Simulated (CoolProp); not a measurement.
Vapour pressure (MPa) of methane: the reference equation beside estimates from Tc = -82.6 °C, pc = 4.599 MPa, ω = 0.011.

Computed with CoolProp (reference Helmholtz-energy equation of state, Setzmann 1991).

```tsv
T (°C)	reference	van der Waals	Soave-Redlich-Kwong
-120.75	1.157	?	1.171
-118.75	1.262	1.869	1.278
-116.75	1.374	1.982	1.392
-114.75	1.492	?	1.513
-112.75	1.618	2.221	?
-110.75	1.751	?	1.776
-108.75	1.891	2.477	1.919
-106.75	2.040	2.612	2.070
-104.75	2.197	2.751	?
-102.75	2.362	2.894	?
-100.85	2.527	3.035	2.564
-98.85	?	3.187	2.748
-96.85	?	3.344	2.941
-94.85	3.105	3.505	3.143
```

Question: Some entries are withheld; supply them.

Answer: 
- -120.75, van der Waals: 1.760
- -114.75, van der Waals: 2.100
- -112.75, Soave-Redlich-Kwong: 1.641
- -110.75, van der Waals: 2.347
- -104.75, Soave-Redlich-Kwong: 2.229
- -102.75, Soave-Redlich-Kwong: 2.397
- -98.85, reference: 2.710
- -96.85, reference: 2.903

Absolute difference from the reference over all 14 rows, mean and median: van der Waals 30.6 and 29.5 %, Soave-Redlich-Kwong 1.4 and 1.4 %.
